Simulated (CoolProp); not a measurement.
Properties of chloromethane (R40) at several states (Tc = 418.6 K, pc = 69.29 bar, ω = 0.150).

Model: reference Helmholtz-energy equation of state, Thol 2014, in CoolProp.

| T (K) | p (bar) | phase | Z | cp (kJ/(kg K)) | speed of sound (m/s) | isothermal compressibility (1/MPa) | expansivity (1/kK) |
|---|---|---|---|---|---|---|---|
| 458.6 | 0.105 | gas | 0.9996 | 1.039 | 299.5 | 95.28 | 2.184 |
| 334.9 | 120 | liquid | 0.2516 | 1.637 | 802.3 | 0.003124 | 2.369 |
| 307.4 | 0.585 | gas | 0.9911 | 0.8343 | 250.3 | 17.25 | 3.358 |
